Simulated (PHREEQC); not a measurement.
0.013 g of hydrous ferric oxide (600 m²/g; 0.2 weak and 0.005 strong sites per Fe, Dzombak-Morel constants, diffuse double layer) in 1 kg of water with 0.1 mol/kgw of an inert sodium salt and 5e-05 mmol/kgw ZnCl2, at 25 °C; the pH is set by adding NaOH or the inert anion's acid. Oxygen alone is held at its pressure in air (log pO2 = -0.68). The system is closed to CO2. Nothing may precipitate in this run.

Model: ion-association model, wateq4f.dat, run in PHREEQC.

```json
[
 {"pH": "4", "Zn sorbed (%)": "0.0", "surface charge σ (C/m²)": "0.321", "surface potential ψ (mV)": "147"},
 {"pH": "4.38", "Zn sorbed (%)": "0.0", "surface charge σ (C/m²)": "0.285", "surface potential ψ (mV)": "141"},
 {"pH": "5.12", "Zn sorbed (%)": "0.1", "surface charge σ (C/m²)": "0.201", "surface potential ψ (mV)": "123"},
 {"pH": "5.5", "Zn sorbed (%)": "0.7", "surface charge σ (C/m²)": "0.159", "surface potential ψ (mV)": "111"},
 {"pH": "5.88", "Zn sorbed (%)": "3.0", "surface charge σ (C/m²)": "0.122", "surface potential ψ (mV)": "98"},
 {"pH": "6.62", "Zn sorbed (%)": "37.2", "surface charge σ (C/m²)": "0.066", "surface potential ψ (mV)": "69"},
 {"pH": "7", "Zn sorbed (%)": "73.1", "surface charge σ (C/m²)": "0.045", "surface potential ψ (mV)": "53"},
 {"pH": "7.38", "Zn sorbed (%)": "92.7", "surface charge σ (C/m²)": "0.027", "surface potential ψ (mV)": "35"},
 {"pH": "8.12", "Zn sorbed (%)": "99.6", "surface charge σ (C/m²)": "0.000", "surface potential ψ (mV)": "0"},
 {"pH": "8.5", "Zn sorbed (%)": "99.9", "surface charge σ (C/m²)": "-0.014", "surface potential ψ (mV)": "-19"},
 {"pH": "8.88", "Zn sorbed (%)": "99.9", "surface charge σ (C/m²)": "-0.029", "surface potential ψ (mV)": "-37"},
 {"pH": "9.62", "Zn sorbed (%)": "99.9", "surface charge σ (C/m²)": "-0.067", "surface potential ψ (mV)": "-70"},
 {"pH": "10", "Zn sorbed (%)": "99.9", "surface charge σ (C/m²)": "-0.093", "surface potential ψ (mV)": "-85"}
]
```

Species that the database lacks are ignored.
